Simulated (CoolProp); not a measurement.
A single-stage vapour-compression cycle with R125: evaporating at 198.15 K (dew point), condensing at 254.15 K (bubble point), superheat 0 K, subcooling 2 K, compressor efficiency 0.65, no pressure losses. Each further row changes one setting.

The numbers come from the reference Helmholtz-energy equation of state, Lemmon 2005 in CoolProp.

```json
[
 {"case": "as stated", "cooling COP": "1.78", "pressure ratio": "16.1", "discharge temperature (K)": "296.7", "refrigerating effect (kJ/kg)": "117", "volumetric capacity (kJ/m³)": "189"},
 {"case": "evaporating temperature 203.15 K", "cooling COP": "2.06", "pressure ratio": "11.6", "discharge temperature (K)": "291.0", "refrigerating effect (kJ/kg)": "___", "volumetric capacity (kJ/m³)": "___"},
 {"case": "condensing temperature 249.15 K", "cooling COP": "2.02", "pressure ratio": "___", "discharge temperature (K)": "___", "refrigerating effect (kJ/kg)": "123", "volumetric capacity (kJ/m³)": "199"},
 {"case": "subcooling 7 K", "cooling COP": "1.87", "pressure ratio": "16.1", "discharge temperature (K)": "296.7", "refrigerating effect (kJ/kg)": "123", "volumetric capacity (kJ/m³)": "199"},
 {"case": "superheat 10 K", "cooling COP": "1.79", "pressure ratio": "16.1", "discharge temperature (K)": "308.5", "refrigerating effect (kJ/kg)": "124", "volumetric capacity (kJ/m³)": "189"},
 {"case": "compressor efficiency 0.55", "cooling COP": "1.51", "pressure ratio": "16.1", "discharge temperature (K)": "311.2", "refrigerating effect (kJ/kg)": "117", "volumetric capacity (kJ/m³)": "189"}
]
```

Problem. Some entries are withheld; supply them.

Solution. 
- evaporating temperature 203.15 K, refrigerating effect (kJ/kg): 120
- evaporating temperature 203.15 K, volumetric capacity (kJ/m³): 262
- condensing temperature 249.15 K, pressure ratio: 13.3
- condensing temperature 249.15 K, discharge temperature (K): 289.7
